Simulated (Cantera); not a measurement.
A Cantera script and what it prints.

```python
import numpy as np
import cantera as ct

gas_names = [...]  # 62 gases of nasa_gas.yaml made of B, F, H, N, O
cond_names = """
    B(b) B(L) BN(s) B2O3(L) B3O3H3(cr) H2O(s) H2O(L)
""".split()


# ... load() reads the species with a 1 bar reference pressure and builds the phases ...
atoms = {
    'BF3': {'B': 1, 'F': 3},
    'NH3': {'N': 1, 'H': 3},
    'N2': {'N': 2},
    'H2O': {'H': 2, 'O': 1},
}
top_T = {'BN(s)': 3200}  # K; cautious upper limits of use, not melting points


# ... equilibrate(T, P, feed) seeds the gas with the atoms and calls Mixture.equilibrate('TP', solver="vcs", rtol=1e-11, max_steps=5000) ...
results = []
feed = {'BF3': 1, 'NH3': 0.11, 'N2': 0.14, 'H2O': 9}  # mol
P = 720  # Pa
for T in [1548, 1598, 1648, 1698, 1748, 1798, 1848]:
    mix = equilibrate(T, P, feed)
    results.append((T, P, feed, dict(zip(mix.species_names, mix.species_moles))))
    x = sorted(zip(gas.X, gas.species_names), reverse=True)
    print(f"T = {T:g} K  P = {P:g} Pa  gas = {mix.phase_moles(0):.4g} mol")
    print("   x: " + "  ".join(f"{s} {v:.3e}" for v, s in x if v > 0.0001))
    print("   condensed (mol): " + ("  ".join(f"{mix.phase(i).name} {mix.phase_moles(i):.4g}"
          for i in range(1, mix.n_phases) if mix.phase_moles(i) > 1e-12) or "none"))
```

It prints:

```
T = 1548 K  P = 720 Pa  gas = 11.36 mol
   x: H2O 6.594e-01  HF 2.208e-01  HBO2 4.473e-02  BOF 4.292e-02  N2 1.717e-02  H2 1.455e-02  B2O3 1.272e-04  BF3 1.158e-04
   condensed (mol): none
T = 1598 K  P = 720 Pa  gas = 11.36 mol
   x: H2O 6.588e-01  HF 2.213e-01  HBO2 4.512e-02  BOF 4.253e-02  N2 1.716e-02  H2 1.458e-02  B2O3 1.468e-04  OH 1.332e-04
   condensed (mol): none
T = 1648 K  P = 720 Pa  gas = 11.36 mol
   x: H2O 6.581e-01  HF 2.218e-01  HBO2 4.546e-02  BOF 4.215e-02  N2 1.716e-02  H2 1.468e-02  OH 2.562e-04  B2O3 1.679e-04  H 1.271e-04
   condensed (mol): none
T = 1698 K  P = 720 Pa  gas = 11.37 mol
   x: H2O 6.572e-01  HF 2.221e-01  HBO2 4.576e-02  BOF 4.178e-02  N2 1.715e-02  H2 1.489e-02  OH 4.718e-04  H 2.080e-04  B2O3 1.904e-04  O2 1.047e-04
   condensed (mol): none
T = 1748 K  P = 720 Pa  gas = 11.37 mol
   x: H2O 6.559e-01  HF 2.224e-01  HBO2 4.601e-02  BOF 4.142e-02  N2 1.714e-02  H2 1.537e-02  OH 8.312e-04  H 3.338e-04  O2 2.707e-04  B2O3 2.143e-04
   condensed (mol): none
T = 1798 K  P = 720 Pa  gas = 11.38 mol
   x: H2O 6.538e-01  HF 2.225e-01  HBO2 4.619e-02  BOF 4.108e-02  N2 1.712e-02  H2 1.631e-02  OH 1.396e-03  O2 6.240e-04  H 5.299e-04  B2O3 2.393e-04  BO2 1.198e-04
   condensed (mol): none
T = 1848 K  P = 720 Pa  gas = 11.39 mol
   x: H2O 6.505e-01  HF 2.225e-01  HBO2 4.628e-02  BOF 4.075e-02  H2 1.794e-02  N2 1.709e-02  OH 2.232e-03  O2 1.266e-03  H 8.369e-04  B2O3 2.654e-04  BO2 1.926e-04
   condensed (mol): none
```

These are equilibrium values from Cantera (NASA tables, ideal gas, pure condensed phases), not measurements of a reactor. Gases not in the tables: H3BO3.
